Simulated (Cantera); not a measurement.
Mixture: CH₄ : O₂ : N₂ = 1 : 1.43 : 5.37 (molar parts), equivalence ratio 1.4, at 16.0 bar, adiabatic and at constant pressure. Ignition delay is the time to a rise of 400 K.

Model: GRI-Mech 3.0 (53 species, 325 reactions), integrated in Cantera. The pressure lies above the range GRI-Mech 3.0 was tuned for (to about 10 atm).

Task: At T0 = 1725 K, what is the delay, and which 5 reactions control it most (d ln τ / d ln k, from doubling and halving each rate constant)?

Result: The delay is 20.7 µs.
| reaction | d ln τ / d ln k | faster rate |
|---|---|---|
| CH3 + O2 <=> CH3O + O | -0.39 | shortens it |
| H + O2 <=> O + OH | -0.29 | shortens it |
| 2 CH3 (+M) <=> C2H6 (+M) | 0.27 | lengthens it |
| CH4 + H <=> CH3 + H2 | 0.20 | lengthens it |
| CH3 + HO2 <=> CH3O + OH | -0.19 | shortens it |
